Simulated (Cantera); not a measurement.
An adiabatic, constant-volume homogeneous reactor starts with CH4 : O2 : N2 = 1 : 2.5 : 9.4 (molar parts), at 1225 K and 6.32 atm.

Computed with Cantera and GRI-Mech 3.0 (53 species, 325 reactions).

Predict: time of steepest temperature rise; temperature at 0.700 s; equilibrium temperature; x(O2) at 0.700 s; x(O) at 0.700 s; x(H2O) at 0.700 s.


```
Property                                                            Result
---------------------------------  ---------------------------------------
time of steepest temperature rise                                  4.83 ms
temperature at 0.700 s                                              2849 K
equilibrium temperature                                             2849 K
x(O2) at 0.700 s                     0.0358 (gas-phase equilibrium 0.0358)
x(O) at 0.700 s                    0.00321 (gas-phase equilibrium 0.00321)
x(H2O) at 0.700 s                      0.139 (gas-phase equilibrium 0.139)
```
